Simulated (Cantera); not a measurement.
A perfectly stirred reactor is fed with 1.47 % CH4, 98.5 % H2, at 760 Torr; it is held at 1650 K, and followed from long to short residence time.

Computed with Cantera and GRI-Mech 3.0 (53 species, 325 reactions). GRI-Mech 3.0 stops at C3 and has no aromatics, soot or wall deposition, so with more carbon than oxygen in the feed, carbon stays in small species such as C2H2 where larger ones or solid carbon would form.

Problem. Predict: x(CH4) at τ = 17.0 s; x(H2) at τ = 17.0 s; x(C2H2) at τ = 17.0 s; x(C2H4) at τ = 17.0 s; x(CH3) at τ = 17.0 s; x(CH4) at τ = 73.0 ms; x(H2) at τ = 73.0 ms; x(C2H2) at τ = 73.0 ms; x(C2H4) at τ = 73.0 ms; x(CH3) at τ = 73.0 ms.

Solution. 
```json
{
 "x(CH4) at τ = 17.0 s": "0.00961",
 "x(H2) at τ = 17.0 s": "0.988",
 "x(C2H2) at τ = 17.0 s": "0.00233",
 "x(C2H4) at τ = 17.0 s": "0.000169",
 "x(CH3) at τ = 17.0 s": "1.78e-5",
 "x(CH4) at τ = 73.0 ms": "0.0139",
 "x(H2) at τ = 73.0 ms": "0.986",
 "x(C2H2) at τ = 73.0 ms": "0.000369",
 "x(C2H4) at τ = 73.0 ms": "3.27e-5",
 "x(CH3) at τ = 73.0 ms": "2.52e-5"
}
```
